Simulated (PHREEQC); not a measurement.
1 kg of water holding 0.067 mol KCl, 0.011 mol NaHCO3 and 0.14 mol Na2CO3 is evaporated at 25 °C; the solids stay in contact with the brine. CO2 is held at log p = -3.4 (atm). The run lets Halite, Kalicinite, Nahcolite, Natron, Sylvite, Trona precipitate or redissolve, and no other solid.

Equilibrium calculation in PHREEQC: Pitzer model, pitzer.dat.

```
water left (kg)  ionic strength  water activity  Trona (mol)  Sylvite (mol)  Cl in solution (mol/kgw)  K in solution (mol/kgw)  Na in solution (mol/kgw)
---------------  --------------  --------------  -----------  -------------  ------------------------  -----------------------  ------------------------
0.9994                    0.466           0.991            0              0                    0.0670                   0.0670                     0.291
0.8214                      [?]           0.989            0              0                    0.0816                   0.0816                     0.354
0.6751                    0.699           0.987            0              0                    0.0992                   0.0992                     0.431
0.5548                    0.856           0.984            0              0                     0.121                    0.121                     0.525
0.456                      1.05           0.981            0              0                     0.147                    0.147                     0.638
0.3747                     1.28             [?]            0              0                     0.179                    0.179                     0.777
0.2531                     1.91           0.968            0              0                     0.265                    0.265                      1.15
0.208                      2.33           0.962            0              0                     0.322                    0.322                      1.40
0.171                      2.85           0.954            0              0                     0.392                    0.392                      1.70
0.1405                     3.48           0.944            0              0                     0.477                    0.477                      2.07
0.1155                     4.24           0.932            0              0                     0.580                    0.580                      2.52
0.0949                     5.17             [?]            0              0                     0.706                    0.706                      3.07
0.07798                    6.30           0.896            0              0                     0.859                    0.859                      3.73
0.06408                    7.67           0.869            0              0                      1.05                     1.05                      4.54
0.05233                    8.76             [?]      0.00758              0                      1.28                     1.28                      5.13
0.04206                    8.79           0.833       0.0278              0                      1.59                     1.59                      4.93
0.03365                    8.86           0.821       0.0442              0                      1.99                     1.99                      4.71
0.02674                    8.98           0.804       0.0574              0                      2.51                     2.51                      4.44
0.01644                    9.44           0.763       0.0759        0.00419                      3.82                     3.82                      3.86
0.01272                    9.44           0.763       0.0807         0.0184                      3.82                     3.82                      3.86
0.00965                    9.44           0.763       0.0846         0.0301                      3.82                     3.82                      3.86
0.007134                   9.44           0.763       0.0878         0.0397                      3.82                     3.82                      3.86
0.005056                   9.44           0.763       0.0905         0.0477                      3.82                     3.82                      3.86
0.003359                   9.44           0.763       0.0927         0.0542                      3.82                     3.82                      3.86
```

Problem. What belongs in the gaps?

Solution. 
- 0.8214, ionic strength: 0.571
- 0.3747, water activity: 0.978
- 0.0949, water activity: 0.917
- 0.05233, water activity: 0.843
